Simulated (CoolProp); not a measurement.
Chloromethane (R40) along the isobar 7.52 MPa: Z from the reference equation and from simpler models built on Tc = 145.5 °C, pc = 6.929 MPa, ω = 0.150; each cubic takes its own stable root.

Values from CoolProp's reference Helmholtz-energy equation of state, Thol 2014.

```json
[
 {"T (°C)": "-15.65", "phase": "liquid", "reference": "0.1774", "van der Waals": "0.2824", "Redlich-Kwong": "0.1942", "Soave-Redlich-Kwong": "0.1918", "Peng-Robinson": "0.1701"},
 {"T (°C)": "-4.45", "phase": "liquid", "reference": "___", "van der Waals": "0.2751", "Redlich-Kwong": "0.1900", "Soave-Redlich-Kwong": "0.1874", "Peng-Robinson": "0.1661"},
 {"T (°C)": "6.75", "phase": "liquid", "reference": "0.1699", "van der Waals": "0.2688", "Redlich-Kwong": "0.1865", "Soave-Redlich-Kwong": "___", "Peng-Robinson": "0.1627"},
 {"T (°C)": "17.95", "phase": "liquid", "reference": "0.1669", "van der Waals": "0.2633", "Redlich-Kwong": "___", "Soave-Redlich-Kwong": "0.1806", "Peng-Robinson": "0.1599"},
 {"T (°C)": "29.15", "phase": "liquid", "reference": "0.1644", "van der Waals": "0.2587", "Redlich-Kwong": "0.1815", "Soave-Redlich-Kwong": "0.1782", "Peng-Robinson": "0.1577"},
 {"T (°C)": "40.45", "phase": "liquid", "reference": "___", "van der Waals": "0.2548", "Redlich-Kwong": "0.1799", "Soave-Redlich-Kwong": "___", "Peng-Robinson": "___"},
 {"T (°C)": "51.65", "phase": "liquid", "reference": "0.1609", "van der Waals": "0.2518", "Redlich-Kwong": "0.1791", "Soave-Redlich-Kwong": "0.1755", "Peng-Robinson": "0.1552"},
 {"T (°C)": "62.85", "phase": "liquid", "reference": "0.1600", "van der Waals": "0.2496", "Redlich-Kwong": "0.1790", "Soave-Redlich-Kwong": "___", "Peng-Robinson": "0.1550"},
 {"T (°C)": "74.05", "phase": "liquid", "reference": "0.1597", "van der Waals": "0.2484", "Redlich-Kwong": "0.1798", "Soave-Redlich-Kwong": "0.1759", "Peng-Robinson": "0.1556"},
 {"T (°C)": "85.25", "phase": "liquid", "reference": "0.1601", "van der Waals": "0.2483", "Redlich-Kwong": "___", "Soave-Redlich-Kwong": "0.1776", "Peng-Robinson": "0.1572"}
]
```

Task: Some entries are withheld; supply them.

Result: 
- -4.45, reference: 0.1734
- 6.75, Soave-Redlich-Kwong: 0.1837
- 17.95, Redlich-Kwong: 0.1837
- 40.45, reference: 0.1624
- 40.45, Soave-Redlich-Kwong: 0.1765
- 40.45, Peng-Robinson: 0.1561
- 62.85, Soave-Redlich-Kwong: 0.1752
- 85.25, Redlich-Kwong: 0.1817
